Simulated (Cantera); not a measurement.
Cantera run:

```python
import numpy as np
import cantera as ct

gas_names = """
    H H2 N NH NH2 NH3 N2 N2H2 N2H4 Si SiH SiH2 SiH3 SiH4 SiN Si2 Si2N Si3
""".split()
cond_names = """
    Si(cr) Si(L) Si3N4(a)
""".split()


# ... load() reads the species with a 1 bar reference pressure and builds the phases ...
atoms = {
    'SiH4': {'Si': 1, 'H': 4},
    'N2': {'N': 2},
}
top_T = {'Si3N4(a)': 2400}  # K; cautious upper limits of use, not melting points


# ... equilibrate(T, P, feed) seeds the gas with the atoms and calls Mixture.equilibrate('TP', solver="vcs", rtol=1e-11, max_steps=5000) ...
results = []
feed = {'SiH4': 1, 'N2': 1.1}  # mol
T = 1525  # K
P = 13332.2  # Pa
mix = equilibrate(T, P, feed)
results.append((T, P, feed, dict(zip(mix.species_names, mix.species_moles))))
x = sorted(zip(gas.X, gas.species_names), reverse=True)
print(f"T = {T:g} K  P = {P:g} Pa  gas = {mix.phase_moles(0):.4g} mol")
print("   x: " + "  ".join(f"{s} {v:.3e}" for v, s in x if v > 1e-06))
print("   condensed (mol): " + ("  ".join(f"{mix.phase(i).name} {mix.phase_moles(i):.4g}"
      for i in range(1, mix.n_phases) if mix.phase_moles(i) > 1e-12) or "none"))
```

Output:

```
T = 1525 K  P = 13332.2 Pa  gas = 2.433 mol
   x: H2 8.219e-01  N2 1.781e-01  H 5.874e-05  NH3 2.411e-06
   condensed (mol): Si3N4(a) 0.3333
```

These are equilibrium values from Cantera (NASA tables, ideal gas, pure condensed phases), not measurements of a reactor.
